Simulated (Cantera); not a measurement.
Input (Python, Cantera) and output of one run.

```python
import numpy as np
import cantera as ct

gas_names = """
    B BCL BCL2 BCL3 BN BO BOCL BO2 B2 B2O B2O2 B2O3 B3O3CL3 CL CLO CL2 N NO NO2 NO3 N2 N2O O O2 O3
""".split()
cond_names = """
    B(b) B(L) BN(s) B2O3(L)
""".split()


# ... load() reads the species with a 1 bar reference pressure and builds the phases ...
atoms = {
    'B2O3': {'B': 2, 'O': 3},
    'BCl3': {'B': 1, 'CL': 3},
    'N2': {'N': 2},
}
top_T = {'BN(s)': 3200}  # K; cautious upper limits of use, not melting points


# ... equilibrate(T, P, feed) seeds the gas with the atoms and calls Mixture.equilibrate('TP', solver="vcs", rtol=1e-11, max_steps=5000) ...
results = []
feed = {'B2O3': 1, 'BCl3': 0.66, 'N2': 0.44}  # mol
T = 950  # K
P = 110  # Pa
mix = equilibrate(T, P, feed)
results.append((T, P, feed, dict(zip(mix.species_names, mix.species_moles))))
x = sorted(zip(gas.X, gas.species_names), reverse=True)
print(f"T = {T:g} K  P = {P:g} Pa  gas = {mix.phase_moles(0):.4g} mol")
print("   x: " + "  ".join(f"{s} {v:.3e}" for v, s in x if v > 1e-06))
print("   condensed (mol): " + ("  ".join(f"{mix.phase(i).name} {mix.phase_moles(i):.4g}"
      for i in range(1, mix.n_phases) if mix.phase_moles(i) > 1e-12) or "none"))
```

Output:

```
T = 950 K  P = 110 Pa  gas = 1.1 mol
   x: BCL3 5.046e-01  N2 4.000e-01  B3O3CL3 9.537e-02  BOCL 6.202e-06  CL 1.309e-06
   condensed (mol): BN(s) 5.21e-07  B2O3(L) 0.8951
```

Method: chemical equilibrium by Gibbs-energy minimisation in Cantera with the NASA 1993 tables (ideal gas, pure condensed phases).
